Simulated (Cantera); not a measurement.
A Cantera script and what it prints.

```python
import numpy as np
import cantera as ct

gas_names = """
    C CO CO2 C2 C2O C3 C3O2 C4 C5 O O2 O3 Ta TaO TaO2
""".split()
cond_names = """
    C(gr) Ta(cr) Ta(L) TaC(s) TaC(L) Ta2O5(s) Ta2O5(L)
""".split()


# ... load() reads the species with a 1 bar reference pressure and builds the phases ...
atoms = {
    'Ta2O5': {'Ta': 2, 'O': 5},
    'C': {'C': 1},
    'CO': {'C': 1, 'O': 1},
}
top_T = {'C(gr)': 4500}  # K; cautious upper limits of use, not melting points


# ... equilibrate(T, P, feed) seeds the gas with the atoms and calls Mixture.equilibrate('TP', solver="vcs", rtol=1e-11, max_steps=5000) ...
results = []
feed = {'Ta2O5': 1, 'C': 1.9, 'CO': 0.53}  # mol
T = 2550  # K
P = 1333.22  # Pa
mix = equilibrate(T, P, feed)
results.append((T, P, feed, dict(zip(mix.species_names, mix.species_moles))))
print(gas.report(threshold=0.0001))
for i in range(1, mix.n_phases):
    print(f"{mix.phase(i).name:16s} {mix.phase_moles(i):12.5e} mol")
```

It prints:

```
       temperature   2550 K
          pressure   1333.2 Pa
           density   0.002804 kg/m^3
  mean mol. weight   44.591 kg/kmol
   phase of matter   gas

                          1 kg             1 kmol
                     ---------------   ---------------
          enthalpy       -6.9793e+05       -3.1121e+07  J
   internal energy       -1.1734e+06       -5.2323e+07  J
           entropy            7104.5        3.1679e+05  J/K
    Gibbs function       -1.8814e+07       -8.3895e+08  J
 heat capacity c_p             867.6             38687  J/K
 heat capacity c_v            681.14             30373  J/K

                      mass frac. Y      mole frac. X     chem. pot. / RT
                     ---------------   ---------------   ---------------
                CO           0.57005           0.90749           -38.186
               CO2         0.0012342         0.0012505           -62.642
               TaO          0.082267          0.018626           -33.582
              TaO2           0.34642           0.07254           -58.039
     [  +11 minor]        3.3599e-05        9.1625e-05

C(gr)             0.00000e+00 mol
Ta(cr)            6.92757e-01 mol
TaC(s)            0.00000e+00 mol
Ta2O5(L)          5.31731e-01 mol
```

Equilibrium computed with Cantera from the NASA thermochemical tables; the gas is ideal and each condensed phase is pure. Mutual solubility and eutectic melting of coexisting phases are not modelled. Condensed phases not in the tables: Ta2C, N, O or C dissolved in the metal.
